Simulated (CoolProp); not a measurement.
Vapour-liquid equilibrium of n-perfluorobutane (1) + R365MFC (2) at 0.0535 MPa; x and y are mole fractions of (1).

Computed with CoolProp (multi-fluid Helmholtz-energy mixture model, Gao 2022 and Lemmon 2016; pair parameters Bell 2016).

```
x     bubble temperature (K)  y at the bubble point  dew temperature at overall composition x (K)  liquid density (mol/L)
----  ----------------------  ---------------------  --------------------------------------------  ----------------------
0.05                   278.5                  0.566                                         295.5                   8.622
0.2                    262.6                  0.823                                         291.5                   8.435
0.35                   259.9                  0.854                                         286.9                   8.098
0.5                    259.2                  0.863                                         281.3                   7.765
0.65                   258.6                  0.875                                         274.3                   7.468
0.8                    257.6                  0.903                                         264.5                   7.211
0.95                   256.6                  0.965                                         256.7                   6.991
```

No azeotrope shows between x = 0.05 and 0.95.

The pair parameters rest on a limited set of measurements; away from them the model extrapolates. With so large a gap from Raoult's law the liquid may split in two, which this calculation doesn't test in full.
